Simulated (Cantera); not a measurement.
Reactions in the system F-H-Si

Cantera with NASA thermochemical tables; ideal gases at 1 bar, condensed phases pure. Values are per mole of reaction as written; species without (g) are pure solids or liquids, kept so even where they would boil at 1 bar. The tables' values for SiF2 are old estimates.

9 SiF2(g) + 2 SiH3(g) → 6 SiHF3(g) + 5 Si

| T (K) | ΔH° (kJ) | ΔS° (J/K) | ΔG° (kJ) | log10 K | condensed phases |
|---|---|---|---|---|---|
| 300 | -2332.9 | -984.6 | -2037.6 | 354.76 | Si(s) |
| 1248 | -2275.8 | -911.3 | -1138.5 | 47.65 | Si(s) |
| 1448 | -2258.2 | -898.2 | -957.6 | 34.54 | Si(s) |
| 1648 | -2239.4 | -886.1 | -779.1 | 24.70 | Si(s) |
| 1848 | -1970.3 | -727.2 | -626.5 | 17.71 | Si(l) |
| 2048 | -1952.4 | -718.0 | -482.0 | 12.29 | Si(l) |
| 2248 | -1934.4 | -709.6 | -339.2 | 7.88 | Si(l) |
| 2448 | -1916.2 | -701.8 | -198.1 | 4.23 | Si(l) |
| 2648 | -1897.9 | -694.7 | -58.5 | 1.15 | Si(l) |
